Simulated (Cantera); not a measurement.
Input (Python, Cantera):

```python
import numpy as np
import cantera as ct

gas = ct.Solution("gri30.yaml")
gas.TPX = 1300, 1333, {'H2': 0.021, 'O2': 1, 'N2': 3.5}
reactor = ct.IdealGasConstPressureReactor(gas, energy="off", clone=False)
net = ct.ReactorNet([reactor])
net.rtol, net.atol = 1e-08, 1e-18
show = ['H2', 'O2', 'OH', 'NO', 'O']
times = np.geomspace(4e-06, 6, 10)

steps = ct.SolutionArray(gas, extra=["t"])
rows = []
print(f"{'t/s':>10s}{'T/K':>9s}{'P/Pa':>11s}" + "".join(f"{s:>11s}" for s in show))
for t in times:
    while net.time < t:
        t_next = net.step()
        steps.append(gas.state, t=t_next)
    rows.append([np.interp(t, steps.t, y) for y in (steps.T, steps.P, *steps(*show).X.T)])
    print(f"{t:10.3e}{rows[-1][0]:9.1f}{rows[-1][1]:11.4g}" + "".join(f"{x:11.3e}" for x in rows[-1][2:]))
rate = np.gradient(steps.T, steps.t)
print("integrator steps:", len(steps.t))
if steps.T.max() > steps.T[0] + 200:
    print(f"time of steepest temperature rise: {steps.t[rate.argmax()]:.4e} s")
gas.TPX = 1300, 1333, {'H2': 0.021, 'O2': 1, 'N2': 3.5}
gas.equilibrate("TP")
print(f"equilibrium (TP): T = {gas.T:.1f} K  " + "  ".join(f"{s} {gas[s].X[0]:.3e}" for s in show))
```

Output:

```
       t/s      T/K       P/Pa         H2         O2         OH         NO          O
 4.000e-06   1300.0       1333  4.645e-03  2.212e-01  3.438e-13  9.958e-25  3.441e-13
 1.942e-05   1300.0       1333  4.645e-03  2.212e-01  7.779e-12  1.210e-22  7.813e-12
 9.430e-05   1300.0       1333  4.645e-03  2.212e-01  1.486e-10  1.489e-20  1.517e-10
 4.579e-04   1300.0       1333  4.645e-03  2.212e-01  1.847e-09  1.362e-18  2.039e-09
 2.223e-03   1300.0       1333  4.645e-03  2.212e-01  3.112e-08  1.111e-16  3.990e-08
 1.079e-02   1300.0       1333  4.118e-03  2.207e-01  2.263e-04  3.086e-12  3.171e-04
 5.241e-02   1300.0       1333  3.531e-05  2.171e-01  4.574e-04  1.076e-08  3.629e-03
 2.545e-01   1300.0       1333  2.661e-05  2.176e-01  3.976e-04  5.431e-08  2.685e-03
 1.236e+00   1300.0       1333  9.449e-06  2.187e-01  2.375e-04  1.249e-07  9.228e-04
 6.000e+00   1300.0       1333  1.060e-06  2.193e-01  7.980e-05  1.695e-07  1.017e-04
integrator steps: 1020
equilibrium (TP): T = 1300.0 K  H2 7.520e-09  O2 2.192e-01  OH 6.757e-06  NO 4.034e-04  O 7.220e-07
```

Cantera simulation using GRI-Mech 3.0 (53 species, 325 reactions); the numbers are that mechanism's predictions, not measurements. Radical loss at walls, strong at low pressure, is not modelled.
